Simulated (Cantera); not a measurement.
# Silicon oxide and oxynitride deposition: HMDSO + O3 + N2

Charge: 1 mol HMDSO, 0.11 mol O3, 27 mol N2, held at 0.000140 bar.

Cantera equilibrium calculation (NASA polynomials, part measured and part estimated; ideal gas, pure solids and liquids). Candidate condensed phases: C, C6H6, C7H8, C8H18, H2O, Si, SiC, SiO2, Si2N2O, Si3N4; 151 gas species. The feed counts by its element totals alone. N2 is the only nitrogen source here; it is nearly inert below about 1500 K, so the nitride shown seldom forms there in practice. The tables' values for SiN are old estimates; treat these amounts as uncertain. Kinetics and transport are ignored.

From 723 K to 823 K the condensed part is C(graphite) + SiO2(α-quartz) + Si2N2O(s). From 923 K to 1223 K the condensed part is C(graphite) + Si2N2O(s). From 1323 K to 2023 K the condensed part is C(graphite) + SiC(s).

```tsv
T (K)	log p N2	log p H2	log p H	log p CO	log p Si	n C(graphite)	n SiO2(α-quartz)	n Si2N2O(s)	n SiC(s)
723	-3.98	-4.45	-15.30	-8.33	<-15	6.00	0.219	0.890	0
823	-3.98	-4.45	-13.36	-6.75	<-15	5.96	0.191	0.905	0
923	-3.99	-4.45	-11.84	-5.88	<-15	5.67	0	1.00	0
1023	-3.99	-4.45	-10.61	-5.88	<-15	5.67	0	1.00	0
1123	-3.99	-4.45	-9.59	-5.88	<-15	5.67	0	1.000	0
1223	-3.99	-4.45	-8.75	-5.88	-14.70	5.67	0	1.000	0
1323	-3.99	-4.47	-8.04	-5.30	-12.53	2.67	0	0	2.00
1423	-3.99	-4.47	-7.41	-5.30	-11.09	2.66	0	0	2.00
1523	-3.99	-4.47	-6.87	-5.30	-9.84	2.66	0	0	2.00
1623	-4.00	-4.48	-6.40	-5.30	-8.75	2.64	0	0	2.00
1723	-4.00	-4.48	-5.98	-5.31	-7.79	2.62	0	0	1.99
1823	-4.00	-4.49	-5.61	-5.31	-6.93	2.61	0	0	1.96
1923	-4.01	-4.52	-5.29	-5.32	-6.16	2.70	0	0	1.79
2023	-4.02	-4.58	-5.01	-5.33	-5.47	3.39	0	0	0.914
```
log p: log10 of the partial pressure in bar; n: condensed amount in mol.
